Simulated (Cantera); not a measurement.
Mixture: CH4 : O2 : N2 : H2O = 1 : 4.44 : 16.7 : 5.6 (molar parts), at 160000 Pa, adiabatic and at constant volume. Ignition delay is the time to a rise of 400 K.

Model: GRI-Mech 3.0 (53 species, 325 reactions), integrated in Cantera.

### Question
Predict: delay at 1000 K; delay at 1200 K; delay at 1400 K; delay at 1600 K; delay at 1800 K; apparent activation energy between 1700 and 1900 K.

### Answer
```json
{
 "delay at 1000 K": "0.507 s",
 "delay at 1200 K": "26.7 ms",
 "delay at 1400 K": "2.42 ms",
 "delay at 1600 K": "0.319 ms",
 "delay at 1800 K": "70.6 µs",
 "apparent activation energy between 1700 and 1900 K": "160 kJ/mol"
}
```
